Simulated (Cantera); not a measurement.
Standard-state values (1 bar) from the NASA 1993 polynomials, evaluated with Cantera. Values are per mole of reaction as written; species without (g) are pure solids or liquids, kept so even where they would boil at 1 bar.

Question: Between 300 and 2498 K, where is each reaction favourable under standard conditions?
- 2 CO(g) + O2(g) ⇌ 2 CO2(g)
- 2 CO(g) ⇌ CO2(g) + C

Answer: 
- 2 CO(g) + O2(g) ⇌ 2 CO2(g): ΔG° is -514 kJ at 300 K and -138 kJ at 2498 K; it stays negative (K > 1). ΔH° is -551 kJ and ΔS° -165 J/K at 2498 K.
- 2 CO(g) ⇌ CO2(g) + C: ΔG° is -120 kJ at 300 K and 258 kJ at 2498 K; it changes sign between 300 and 2298 K. ΔH° is -152 kJ and ΔS° -164 J/K at 2498 K.
